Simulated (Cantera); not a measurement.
An isothermal plug-flow reactor at 775 K and 1.01 bar (inlet), inlet velocity 2 m/s, active area per volume 1100 1/m; feed 0.326 % H2, 12.6 % O2, 83.1 % N2, 3.89 % H2O.

Computed with Cantera and Deutschmann's 1995 Pt surface mechanism with GRI-Mech 3.0 gas chemistry. Catalytic surfaces can have several steady states; this one follows from the mechanism file's or the stated starting coverage. Mass transfer to the wall is taken as infinitely fast.

x: gas mole fraction; θ: surface coverage.

```json
[
 {"z (m)": "0.00038", "x H2": "0.00231", "x O2": "0.126", "x H2O": "0.0399", "θ free Pt": "0.0442", "θ O*": "0.951", "θ OH*": "0.00511"},
 {"z (m)": "0.00068", "x H2": "0.00184", "x O2": "0.126", "x H2O": "0.0404", "θ free Pt": "0.0391", "θ O*": "0.956", "θ OH*": "0.00484"},
 {"z (m)": "0.0012", "x H2": "0.00130", "x O2": "0.125", "x H2O": "0.0410", "θ free Pt": "0.0337", "θ O*": "0.962", "θ OH*": "0.00452"},
 {"z (m)": "0.0021", "x H2": "___", "x O2": "0.125", "x H2O": "0.0415", "θ free Pt": "___", "θ O*": "0.967", "θ OH*": "0.00422"},
 {"z (m)": "0.0038", "x H2": "0.000331", "x O2": "0.125", "x H2O": "0.0419", "θ free Pt": "0.0256", "θ O*": "0.970", "θ OH*": "0.00398"},
 {"z (m)": "0.0068", "x H2": "___", "x O2": "0.125", "x H2O": "0.0422", "θ free Pt": "0.0238", "θ O*": "0.972", "θ OH*": "0.00386"},
 {"z (m)": "0.012", "x H2": "8.85e-6", "x O2": "0.125", "x H2O": "0.0423", "θ free Pt": "0.0233", "θ O*": "0.973", "θ OH*": "0.00382"},
 {"z (m)": "0.021", "x H2": "1.83e-7", "x O2": "0.125", "x H2O": "0.0423", "θ free Pt": "0.0233", "θ O*": "0.973", "θ OH*": "0.00381"},
 {"z (m)": "0.038", "x H2": "1.21e-10", "x O2": "0.125", "x H2O": "0.0423", "θ free Pt": "0.0233", "θ O*": "0.973", "θ OH*": "0.00381"}
]
```

### Question
Some entries are withheld; supply them.

### Answer

- 0.0021, x H2: 0.000774
- 0.0021, θ free Pt: 0.0291
- 0.0068, x H2: 8.49e-5
